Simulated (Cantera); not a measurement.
Adiabatic ignition

An adiabatic, constant-volume homogeneous reactor starts with 14.7 % CH3OH, 16.9 % O2, 63.9 % N2, 4.12 % H2O, 0.309 % H2, equivalence ratio 1.3, at 1023 K and 1.00 bar.

Model: GRI-Mech 3.0 (53 species, 325 reactions), integrated in Cantera. GRI-Mech 3.0 was tuned for natural gas; its chemistry of methanol as a main component is partial and can be far from experiment.

| t (s) | T (K) | P (bar) | x CH3OH | x O2 | x H2O | x CO | x CH2 | x HO2 | x HCO |
|---|---|---|---|---|---|---|---|---|---|
| 4.00e-6 | 1023 | 1.00 | 0.147 | 0.169 | 0.0412 | 1.74e-11 | <1e-12 | 7.67e-11 | <1e-12 |
| 1.51e-5 | 1023 | 1.00 | 0.147 | 0.169 | 0.0412 | 6.61e-11 | <1e-12 | 3.41e-10 | <1e-12 |
| 5.71e-5 | 1023 | 1.00 | 0.147 | 0.169 | 0.0412 | 2.50e-10 | <1e-12 | 1.46e-9 | <1e-12 |
| 0.000216 | 1023 | 1.00 | 0.147 | 0.169 | 0.0412 | 9.47e-10 | <1e-12 | 6.31e-9 | <1e-12 |
| 0.000816 | 1023 | 1.00 | 0.147 | 0.169 | 0.0412 | 3.59e-9 | <1e-12 | 2.53e-8 | <1e-12 |
| 0.00309 | 1023 | 1.00 | 0.147 | 0.169 | 0.0412 | 1.36e-8 | <1e-12 | 9.73e-8 | <1e-12 |
| 0.0117 | 1023 | 1.00 | 0.147 | 0.169 | 0.0412 | 5.29e-8 | <1e-12 | 3.69e-7 | <1e-12 |
| 0.0441 | 1023 | 1.00 | 0.147 | 0.169 | 0.0412 | 2.37e-7 | <1e-12 | 1.42e-6 | <1e-12 |
| 0.167 | 1024 | 1.00 | 0.147 | 0.169 | 0.0414 | 1.40e-5 | <1e-12 | 1.28e-5 | 2.87e-11 |
| 0.630 | 2726 | 3.05 | <1e-12 | 0.00340 | 0.247 | 0.0671 | <1e-12 | 2.31e-6 | 1.54e-7 |
| 2.38 | 2726 | 3.05 | <1e-12 | 0.00340 | 0.247 | 0.0671 | <1e-12 | 2.31e-6 | 1.54e-7 |
| 9.00 | 2726 | 3.05 | <1e-12 | 0.00340 | 0.247 | 0.0671 | <1e-12 | 2.31e-6 | 1.54e-7 |
x: mole fraction; the columns are a selection and need not sum to one.

* **time of steepest temperature rise**: 0.230 s
* **temperature at 9.00 s**: 2726 K
* **equilibrium temperature**: 2726 K
* **x(CH3OH) at 9.00 s**: <1e-12 (gas-phase equilibrium <1e-12)
* **x(O2) at 9.00 s**: 0.00340 (gas-phase equilibrium 0.00340)
* **x(H2O) at 9.00 s**: 0.247 (gas-phase equilibrium 0.247)
